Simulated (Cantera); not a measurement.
## Al2O3 + H2 (sublimation and decomposition of ceramics)

Feed: 1 mol Al2O3, 1.5 mol H2, at 2273 K.

Method: chemical equilibrium by Gibbs-energy minimisation in Cantera with the NASA 1993 tables (ideal gas, pure condensed phases). Candidate condensed phases: Al, Al2O3, H2O; 19 gas species. The tables' values for AlOH are old estimates; treat these amounts as uncertain. The numbers say what is thermodynamically allowed, not how fast it happens.

From 1.00 Pa to 1000000 Pa the condensed part is Al2O3(s). The main Al-bearing gas is Al at 1.00 Pa and Al2O at 1000000 Pa. The share of Al in condensed phases is highest at 1000000 Pa (100.0 %) and lowest at 1.00 Pa (89.8 %).

```json
[
 {"P (Pa)": "1", "x H2": "0.0851", "x H": "0.775", "x O": "0.0595", "x Al": "0.0436", "x H2O": "0.00673", "x AlO": "0.0145", "n Al2O3(s)": "0.898"},
 {"P (Pa)": "7.20", "x H2": "0.361", "x H": "0.595", "x O": "0.00473", "x Al": "0.0140", "x H2O": "0.0164", "x AlO": "0.00266", "n Al2O3(s)": "0.977"},
 {"P (Pa)": "52", "x H2": "0.674", "x H": "0.302", "x O": "0.000271", "x Al": "0.00727", "x H2O": "0.0126", "x AlO": "0.000574", "n Al2O3(s)": "0.990"},
 {"P (Pa)": "370", "x H2": "0.860", "x H": "0.128", "x O": "1.67e-5", "x Al": "0.00352", "x H2O": "0.00707", "x AlO": "0.000122", "n Al2O3(s)": "0.995"},
 {"P (Pa)": "2700", "x H2": "0.944", "x H": "0.0497", "x O": "1.05e-6", "x Al": "0.00155", "x H2O": "0.00357", "x AlO": "2.46e-5", "n Al2O3(s)": "0.998"},
 {"P (Pa)": "19000", "x H2": "0.978", "x H": "0.0191", "x O": "7.20e-8", "x Al": "0.000658", "x H2O": "0.00178", "x AlO": "5.04e-6", "n Al2O3(s)": "0.999"},
 {"P (Pa)": "140000", "x H2": "0.991", "x H": "0.00707", "x O": "4.77e-9", "x Al": "0.000262", "x H2O": "0.000881", "x AlO": "9.79e-7", "n Al2O3(s)": "0.999"},
 {"P (Pa)": "1000000", "x H2": "0.997", "x H": "0.00265", "x O": "3.40e-10", "x Al": "0.000101", "x H2O": "0.000451", "x AlO": "1.92e-7", "n Al2O3(s)": "1.000"}
]
```
x: gas mole fraction; n: condensed amount in mol.
